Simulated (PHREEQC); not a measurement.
Dissolve 0.019 mol/kgw K2CO3 and 0.00018 mol/kgw Al(NO3)3 at 20 °C. Closed to the air; pH follows from the charge balance.

Equilibrium calculation in PHREEQC: ion-association model, wateq4f.dat.

| quantity | before | after |
|---|---|---|
| pH | 11.11 | 10.18 |
| ionic strength (mol/kgw) | 0.0552 | 0.000457 |

Name the change that produced these shifts.
A) diluted 100-fold with water
B) Al(NO3)3 left out
C) K2CO3 left out
D) Al(NO3)3 replaced by Fe(NO3)3 at the same molality

A, diluted 100-fold with water

Precipitation was switched off in this run.
